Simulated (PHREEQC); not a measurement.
0.79 g of hydrous ferric oxide (600 m²/g; 0.2 weak and 0.005 strong sites per Fe, Dzombak-Morel constants, diffuse double layer) in 1 kg of water with 0.001 mol/kgw of an inert sodium salt, at 25 °C; the pH is set by adding NaOH or the inert anion's acid. O2 is buffered at 0.21 atm. CO2 from the air is kept out. Precipitation was switched off in this run.

Computed with PHREEQC (ion-association model, wateq4f.dat).

```tsv
pH	surface charge σ (C/m²)	surface potential ψ (mV)
4	0.126	208
4.5	0.083	190
5	(withheld)	169
5.5	0.032	145
6	0.019	119
6.5	(withheld)	92
7	(withheld)	(withheld)
7.5	(withheld)	35
8	(withheld)	6
8.5	-0.002	(withheld)
9	-0.004	(withheld)
9.5	-0.009	-80
10	-0.016	-107
```

Task: What belongs in the gaps?

Result: 
- 5, surface charge σ (C/m²): 0.053
- 6.5, surface charge σ (C/m²): 0.011
- 7, surface charge σ (C/m²): 0.006
- 7, surface potential ψ (mV): 64
- 7.5, surface charge σ (C/m²): 0.003
- 8, surface charge σ (C/m²): 0.000
- 8.5, surface potential ψ (mV): -23
- 9, surface potential ψ (mV): -51

Complexes and solids missing from the database can't appear.
